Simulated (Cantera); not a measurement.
Input: 1 mol Ta₂O₅, 3.7 mol H₂, 6.7 mol H₂O, equilibrated at 2.80 bar.

Method: chemical equilibrium by Gibbs-energy minimisation in Cantera with the NASA 1993 tables (ideal gas, pure condensed phases). Candidate condensed phases: H₂O, Ta, Ta₂O₅; 12 gas species. Equilibrium is a limit: real reactors are often held back by kinetics, nucleation or transport.

log p: log10 of the partial pressure in bar; n: condensed amount in mol.

```
T (K)  log p H₂O  log p H₂  log p H  log p OH  log p O  log p O₂  n Ta₂O₅(s)  n Ta₂O₅(l)
-----  ---------  --------  -------  --------  -------  --------  ----------  ----------
1448        0.26      0.00    -5.04     -6.40   -11.49      <-11        1.00           0
1548        0.26      0.00    -4.51     -5.73   -10.31    -10.39        1.00           0
1648        0.26      0.00    -4.05     -5.14    -9.28     -9.36        1.00           0
1748        0.26      0.00      ___       ___      ___       ___        1.00           0
1848        0.26      0.00      ___       ___      ___       ___        1.00           0
1948        0.26      0.00    -2.95     -3.73    -6.81     -6.91        1.00           0
2048        0.26      0.00    -2.65     -3.36    -6.15     -6.26        1.00           0
2148        0.26      0.00    -2.38     -3.01    -5.54     -5.66           0       1.000
```

Task: What belongs in the gaps?

Result: 
- 1748, log p H: -3.64
- 1748, log p OH: -4.62
- 1748, log p O: -8.36
- 1748, log p O₂: -8.45
- 1848, log p H: -3.28
- 1848, log p OH: -4.15
- 1848, log p O: -7.54
- 1848, log p O₂: -7.64
